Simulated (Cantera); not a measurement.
What does this Cantera script print?

```python
import numpy as np
import cantera as ct

gas = ct.Solution("gri30.yaml")
gas.TPX = 698, 13000, {'CH4': 1, 'H2': 0.099, 'O2': 3.11, 'N2': 11.7}
flame = ct.FreeFlame(gas, width=0.17)
flame.set_refine_criteria(ratio=3, slope=0.08, curve=0.16)
flame.transport_model = "mixture-averaged"
flame.solve(loglevel=0, auto=True)
z, T = flame.grid, flame.T
thick = (T[-1] - T[0]) / np.gradient(T, z).max()
show = ['CH4', 'H2', 'O2', 'C2H6', 'O', 'CO']
print(f"laminar burning velocity  {flame.velocity[0] * 100:.3f} cm/s")
print(f"burnt temperature         {T[-1]:.1f} K")
print(f"thermal thickness         {thick * 1e3:.4f} mm")
print(f"grid points               {len(z)}")
z0 = z[flame.heat_release_rate.argmax()]
print(f"{'z/mm':>9s}{'T/K':>9s}{'u/(m/s)':>9s}" + "".join(f"{s:>11s}" for s in show))
rows = []
for k in (-3, -2, -1.5, -1, -0.5, -0.25, 0, 0.25, 0.5, 1, 2, 4, 8):
    zz = z0 + k * thick
    rows.append([k * thick, np.interp(zz, z, T), np.interp(zz, z, flame.velocity),
                 *(np.interp(zz, z, flame.X[gas.species_index(s)]) for s in show)])
    print(f"{rows[-1][0] * 1e3:9.3f}{rows[-1][1]:9.1f}{rows[-1][2]:9.3f}" + "".join(f"{x:11.3e}" for x in rows[-1][3:]))
```

It prints:

```
laminar burning velocity  204.640 cm/s
burnt temperature         2061.6 K
thermal thickness         2.2216 mm
grid points               141
     z/mm      T/K  u/(m/s)        CH4         H2         O2       C2H6          O         CO
   -6.665    698.1    2.047  6.283e-02  6.511e-03  1.954e-01  6.724e-08  5.877e-09  5.483e-07
   -4.443    698.7    2.050  6.275e-02  7.131e-03  1.953e-01  1.427e-06  1.138e-07  9.392e-06
   -3.332    701.6    2.061  6.249e-02  8.001e-03  1.949e-01  9.227e-06  5.503e-07  6.070e-05
   -2.222    725.6    2.137  6.088e-02  9.933e-03  1.931e-01  7.475e-05  3.444e-06  6.348e-04
   -1.111    912.5    2.709  4.889e-02  1.382e-02  1.785e-01  4.759e-04  4.553e-05  7.225e-03
   -0.555   1191.0    3.565  3.003e-02  1.587e-02  1.520e-01  4.396e-04  2.765e-04  2.005e-02
    0.000   1503.9    4.538  9.225e-03  1.504e-02  1.152e-01  4.859e-05  1.772e-03  3.526e-02
    0.555   1645.1    4.979  1.157e-03  1.076e-02  9.070e-02  4.499e-07  5.672e-03  3.720e-02
    1.111   1678.0    5.074  8.802e-05  7.949e-03  8.084e-02  1.584e-09  8.555e-03  3.140e-02
    2.222   1704.7    5.137  4.403e-07  7.059e-03  7.480e-02  4.659e-14  1.013e-02  2.193e-02
    4.443   1740.4    5.222  3.311e-11  7.179e-03  7.156e-02  4.797e-21  1.023e-02  1.437e-02
    8.887   1788.2    5.346  1.169e-16  6.635e-03  7.011e-02  2.587e-28  9.187e-03  1.145e-02
   17.773   1849.8    5.506  2.025e-19  5.484e-03  6.920e-02  4.716e-31  7.346e-03  9.908e-03
```

Detailed kinetics in Cantera: GRI-Mech 3.0 (53 species, 325 reactions). Burning velocities carry a grid error of a few per cent, more on coarse grids.
